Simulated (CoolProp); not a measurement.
Vapour-liquid equilibrium of ethane (1) + hydrogen chloride (2) at -50.25 °C; x and y are mole fractions of (1).

Values from CoolProp's multi-fluid Helmholtz-energy mixture model, Bücker 2006 and Thol 2018; pair parameters Bell 2016.

```tsv
x	bubble pressure (kPa)	y at the bubble point	dew pressure at overall composition x (kPa)	liquid density (mol/L)
0.05	590.3	0.147	543.6	28.78
0.2	695.8	0.345	617.9	25.60
0.35	731.7	0.432	698.3	23.01
0.5	740.6	0.497	740.5	20.91
0.65	729.3	0.570	701.1	19.22
0.8	688.3	0.680	633.4	17.83
0.95	595.2	0.885	567.2	16.70
```

y crosses x between x = 0.35 and 0.5: the model has an azeotrope there.

The pair parameters rest on a limited set of measurements; away from them the model extrapolates.
